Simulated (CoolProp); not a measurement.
A closed Brayton cycle with dry air: compressor inlet 308.15 K and 6.8 MPa, high pressure 15.6 MPa, turbine inlet 705 K, compressor efficiency 0.8, turbine efficiency 0.93, recuperator effectiveness 0 (on enthalpy, no pinch check). Each further row changes one setting.

The numbers come from the reference Helmholtz-energy equation of state, Lemmon 2000 in CoolProp. It is a pseudo-pure fit of the blend.

```tsv
case	thermal efficiency (%)	net work (kJ/kg)	compressor to turbine work	compressor exit (K)	turbine exit (K)
as stated	12.3	39.7	0.73	412.0	572.0
turbine inlet 655 K	11.0	29.2	0.78	412.0	530.1
compressor inlet 318.15 K	11.7	35.9	0.75	425.3	572.0
high pressure 13.3 MPa	10.7	36.7	0.69	390.1	595.6
recuperator effectiveness 0.5	16.8	39.7	0.73	412.0	572.0
```
